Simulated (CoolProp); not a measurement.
n-nonane at 298.15 K and 8.7 MPa is throttled through a valve to 2.22 MPa with no heat exchange. Each further row changes one setting.

The numbers come from the reference Helmholtz-energy equation of state, Lemmon 2006 in CoolProp. It is a short technical equation, of lower accuracy than the large ones.

```json
[
 {"case": "as stated", "temperature change (K)": "+2.8", "final density (kg/m³)": "714"},
 {"case": "outlet pressure 0.666 MPa", "temperature change (K)": "+3.4", "final density (kg/m³)": "712"},
 {"case": "outlet pressure 2.89 MPa", "temperature change (K)": "+2.5", "final density (kg/m³)": "714"}
]
```
